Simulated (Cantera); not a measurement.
An adiabatic, constant-volume homogeneous reactor starts with C3H8 : O2 : N2 = 1 : 10.6 : 40 (molar parts), equivalence ratio 0.47, at 1525 K and 710000 Pa. Integrator tolerance rtol = 1e-08.

Cantera simulation using GRI-Mech 3.0 (53 species, 325 reactions); the numbers are that mechanism's predictions, not measurements. GRI-Mech 3.0 was tuned for natural gas; its chemistry of propane as a main component is partial and can be far from experiment.

Task: What does this change do: initial temperature 1525 to 1048 K?

Result: 
```
quantity                                                            before                                      after
---------------------------------  ---------------------------------------  -----------------------------------------
time of steepest temperature rise                                  17.3 µs                                    32.4 ms
temperature at 0.400 s                                              2650 K                                     2318 K
equilibrium temperature                                             2650 K                                     2318 K
x(C3H8) at 0.400 s                   <1e-12 (gas-phase equilibrium <1e-12)      <1e-12 (gas-phase equilibrium <1e-12)
x(O2) at 0.400 s                     0.0951 (gas-phase equilibrium 0.0951)        0.100 (gas-phase equilibrium 0.100)
x(NO) at 0.400 s                     0.0194 (gas-phase equilibrium 0.0194)      0.0110 (gas-phase equilibrium 0.0110)
x(CO) at 0.400 s                   0.00377 (gas-phase equilibrium 0.00377)  0.000581 (gas-phase equilibrium 0.000581)
x(NO2) at 0.400 s                  3.55e-5 (gas-phase equilibrium 3.55e-5)    3.33e-5 (gas-phase equilibrium 3.33e-5)
x(HCO) at 0.400 s                  2.01e-9 (gas-phase equilibrium 2.01e-9)  5.48e-11 (gas-phase equilibrium 5.48e-11)
x(CH3) at 0.400 s                    <1e-12 (gas-phase equilibrium <1e-12)      <1e-12 (gas-phase equilibrium <1e-12)
```

Task: What does this change do: 0.26 parts H2 added?

Result: 
```
quantity                                                            before                                    after
---------------------------------  ---------------------------------------  ---------------------------------------
time of steepest temperature rise                                  17.3 µs                                  16.0 µs
temperature at 0.400 s                                              2650 K                                   2671 K
equilibrium temperature                                             2650 K                                   2671 K
x(C3H8) at 0.400 s                   <1e-12 (gas-phase equilibrium <1e-12)    <1e-12 (gas-phase equilibrium <1e-12)
x(O2) at 0.400 s                     0.0951 (gas-phase equilibrium 0.0951)    0.0922 (gas-phase equilibrium 0.0922)
x(NO) at 0.400 s                     0.0194 (gas-phase equilibrium 0.0194)    0.0197 (gas-phase equilibrium 0.0197)
x(CO) at 0.400 s                   0.00377 (gas-phase equilibrium 0.00377)  0.00418 (gas-phase equilibrium 0.00418)
x(NO2) at 0.400 s                  3.55e-5 (gas-phase equilibrium 3.55e-5)  3.49e-5 (gas-phase equilibrium 3.49e-5)
x(HCO) at 0.400 s                  2.01e-9 (gas-phase equilibrium 2.01e-9)  2.56e-9 (gas-phase equilibrium 2.56e-9)
x(CH3) at 0.400 s                    <1e-12 (gas-phase equilibrium <1e-12)    <1e-12 (gas-phase equilibrium <1e-12)
```
